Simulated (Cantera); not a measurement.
What does this Cantera script print?

```python
import numpy as np
import cantera as ct

gas = ct.Solution("h2o2.yaml")


def delay(T, t_max=10):
    gas.TPX = T, 500000, {'H2': 0.64, 'O2': 0.417, 'N2': 1.57, 'H2O': 0.23}
    reactor = ct.IdealGasReactor(gas, clone=False)
    net = ct.ReactorNet([reactor])
    net.rtol, net.atol = 1e-8, 1e-16
    while net.time < t_max:
        t_old, T_old = net.time, reactor.T
        net.step()
        if reactor.T > T + 400:  # ignition: a rise of 400 K
            return t_old + (T + 400 - T_old) / (reactor.T - T_old) * (net.time - t_old)
    return np.nan


taus = []
for T in [1025, 1100, 1175, 1250, 1325, 1400, 1475]:
    taus.append(delay(T))
    print(f"T0 = {T:6g} K   tau = {taus[-1]:.4e} s")
```

Output:

```
T0 =   1025 K   tau = 8.4343e-03 s
T0 =   1100 K   tau = 1.5140e-03 s
T0 =   1175 K   tau = 2.1838e-04 s
T0 =   1250 K   tau = 2.0001e-05 s
T0 =   1325 K   tau = 8.0386e-06 s
T0 =   1400 K   tau = 4.9305e-06 s
T0 =   1475 K   tau = 3.4977e-06 s
```

Detailed kinetics in Cantera: the H2/O2 subset of GRI-Mech 3.0, which has no nitrogen chemistry. The hydrogen kinetics of GRI-Mech 3.0 are dated; newer H2 mechanisms differ, most at raised pressure.
